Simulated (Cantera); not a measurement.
Feed: 1 mol Fe2O3, 9.5 mol CO, 3.7 mol N2, held at 14.0 mbar.

Equilibrium computed with Cantera from the NASA thermochemical tables; the gas is ideal and each condensed phase is pure. Candidate condensed phases: C, Fe, Fe(CO)5, FeO, Fe2O3, Fe3O4; 27 gas species. Mutual solubility and eutectic melting of coexisting phases are not modelled. The tables' stoichiometric FeO is somewhat more stable than real wüstite, so its field is too wide. FeO: taken at fixed stoichiometry. The numbers say what is thermodynamically allowed, not how fast it happens.

x: gas mole fraction; n: condensed amount in mol.

```tsv
T (K)	x CO	x N2	x CO2	x Fe	x FeO	x NO	n Fe(γ)	n FeO(s)	n Fe(δ)	n FeO(l)
1298	0.607	0.280	0.113	7.37e-8	3.52e-11	1.18e-10	0.491	1.51	0	0
1348	0.610	0.280	0.109	2.91e-7	1.97e-10	4.08e-10	0.445	1.56	0	0
1398	0.614	0.280	0.106	1.04e-6	9.71e-10	1.29e-9	0.401	1.60	0	0
1448	0.617	0.280	0.103	3.41e-6	4.27e-9	3.77e-9	0.361	1.64	0	0
1498	0.619	0.280	0.100	1.03e-5	1.70e-8	1.03e-8	0.324	1.68	0	0
1548	0.622	0.280	0.0977	2.88e-5	6.14e-8	2.61e-8	0.289	1.71	0	0
1598	0.624	0.280	0.0952	7.55e-5	2.04e-7	6.25e-8	0.256	1.74	0	0
1648	0.627	0.280	0.0930	___	___	___	___	1.77	0	0
1698	0.632	0.280	0.0870	___	___	___	0	0	___	1.85
1748	0.637	0.280	0.0816	0.000965	4.44e-6	5.76e-7	0	0	0.0654	1.92
```

Task: What belongs in the gaps?

Result: 
- 1648, x Fe: 0.000186
- 1648, x FeO: 6.30e-7
- 1648, x NO: 1.42e-7
- 1648, n Fe(γ): 0.225
- 1698, x Fe: 0.000435
- 1698, x FeO: 1.73e-6
- 1698, x NO: 2.92e-7
- 1698, n Fe(δ): 0.144
